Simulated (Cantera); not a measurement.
A perfectly stirred reactor is fed with NO : N2 = 1 : 4.9 (molar parts), at 1130 Torr; it is held at 1748 K, and followed from long to short residence time.

Cantera simulation using GRI-Mech 3.0 (53 species, 325 reactions); the numbers are that mechanism's predictions, not measurements.

```tsv
quantity	before	after
x(NO) at τ = 16.0 s	0.0922	0.0253
x(N2O) at τ = 16.0 s	3.62e-6	3.06e-7
x(O2) at τ = 16.0 s	0.0385	0.00296
x(N2) at τ = 16.0 s	0.869	0.972
x(O) at τ = 16.0 s	1.20e-5	3.44e-6
x(NO) at τ = 70.0 ms	0.169	0.0312
x(N2O) at τ = 70.0 ms	1.16e-5	4.10e-7
x(O2) at τ = 70.0 ms	0.000410	1.32e-5
x(N2) at τ = 70.0 ms	0.831	0.969
x(O) at τ = 70.0 ms	2.83e-6	1.04e-6
```

**Question.** What was changed between the two runs?
(A) N2 4.9 to 31 parts
(B) temperature 1748 to 1448 K
(C) pressure from 1130 Torr to 113 Torr
(D) pressure from 1130 Torr to 465 Torr

**Answer.** A, N2 4.9 to 31 parts
